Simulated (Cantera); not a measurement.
A closed system holds: 1 mol C3H8, 0.0088 mol O2, 1.9 mol H2, 2.4 mol H2O, at 950 °C and 1.00 bar.

Equilibrium computed with Cantera from the NASA thermochemical tables; the gas is ideal and each condensed phase is pure. Candidate condensed phases: C, C6H6, C7H8, C8H18, H2O; 110 gas species. Rates play no part.

Base state: H2 0.765, CO 0.223, CH4 0.00779, H2O 0.00343, CO2 0.000687 (mole fractions); condensed: C(graphite).

What changes in the equilibrium state with this change: C3H8 replaced by C?


| species | before | after |
|---|---|---|
| H2 | 0.765 | 0.584 |
| H2O | 0.00343 | 0.228 |
| CO | 0.223 | 0.149 |
| CO2 | 0.000687 | 0.0398 |
| CH4 | 0.00779 | 3.48e-5 |
| C(graphite), mol | 0.544 | 0 |

What changes in the equilibrium state with this change: C3H8 replaced by n-butane?


| species | before | after |
|---|---|---|
| H2 | 0.765 | 0.784 |
| CO | 0.223 | 0.204 |
| CH4 | 0.00779 | 0.00818 |
| CO2 | 0.000687 | 0.000575 |
| H2O | 0.00343 | 0.00322 |
| C(graphite), mol | 0.544 | 1.53 |

What changes in the equilibrium state with this change: temperature from 950 °C to 1375 °C?


```
species             before     after
----------------  --------  --------
H2                   0.765     0.773
CO                   0.223     0.226
CH4                0.00779  0.000801
H2O                0.00343  0.000114
H                  2.63e-7   7.84e-5
C2H2 (acetylene)   1.20e-7   3.46e-5
CO2               0.000687   1.03e-5
C(graphite), mol     0.544     0.574
```
